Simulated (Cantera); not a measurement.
An isothermal, constant-pressure homogeneous reactor starts with C2H6 : N2 = 1 : 4.2 (molar parts), at 2000 K and 52.5 Torr. Integrator tolerance rtol = 1e-08.

Model: GRI-Mech 3.0 (53 species, 325 reactions), integrated in Cantera. GRI-Mech 3.0 stops at C3 and has no aromatics, soot or wall deposition, so with more carbon than oxygen in the feed, carbon stays in small species such as C2H2 where larger ones or solid carbon would form.

Question: What does this change do: temperature 2000 to 1100 K?

Answer: 
| quantity | before | after |
|---|---|---|
| x(C2H6) at 9.00 s | 1.40e-10 (gas-phase equilibrium 9.11e-11) | 0.000754 (gas-phase equilibrium 7.65e-5) |
| x(CH2) at 9.00 s | 1.75e-7 (gas-phase equilibrium 1.47e-7) | 1.20e-12 (gas-phase equilibrium <1e-12) |
| x(H2) at 9.00 s | 0.276 (gas-phase equilibrium 0.276) | 0.168 (gas-phase equilibrium 0.0960) |
| x(H) at 9.00 s | 0.00325 (gas-phase equilibrium 0.00325) | 4.72e-7 (gas-phase equilibrium 3.05e-8) |
| x(CH4) at 9.00 s | 4.94e-5 (gas-phase equilibrium 4.15e-5) | 0.0202 (gas-phase equilibrium 0.137) |
| x(CH3) at 9.00 s | 1.15e-5 (gas-phase equilibrium 9.64e-6) | 1.07e-6 (gas-phase equilibrium 7.93e-7) |
| x(C2H2) at 9.00 s | 0.138 (gas-phase equilibrium 0.0723) | 0.0310 (gas-phase equilibrium 0.0457) |

Question: What does this change do: temperature 2000 to 1173 K?

Answer: 
| quantity | before | after |
|---|---|---|
| x(C2H6) at 9.00 s | 1.40e-10 (gas-phase equilibrium 9.11e-11) | 0.000169 (gas-phase equilibrium 3.11e-5) |
| x(CH2) at 9.00 s | 1.75e-7 (gas-phase equilibrium 1.47e-7) | 5.95e-12 (gas-phase equilibrium <1e-12) |
| x(H2) at 9.00 s | 0.276 (gas-phase equilibrium 0.276) | 0.201 (gas-phase equilibrium 0.161) |
| x(H) at 9.00 s | 0.00325 (gas-phase equilibrium 0.00325) | 9.88e-7 (gas-phase equilibrium 1.80e-7) |
| x(CH4) at 9.00 s | 4.94e-5 (gas-phase equilibrium 4.15e-5) | 0.0274 (gas-phase equilibrium 0.0878) |
| x(CH3) at 9.00 s | 1.15e-5 (gas-phase equilibrium 9.64e-6) | 2.54e-6 (gas-phase equilibrium 1.85e-6) |
| x(C2H2) at 9.00 s | 0.138 (gas-phase equilibrium 0.0723) | 0.0774 (gas-phase equilibrium 0.0625) |
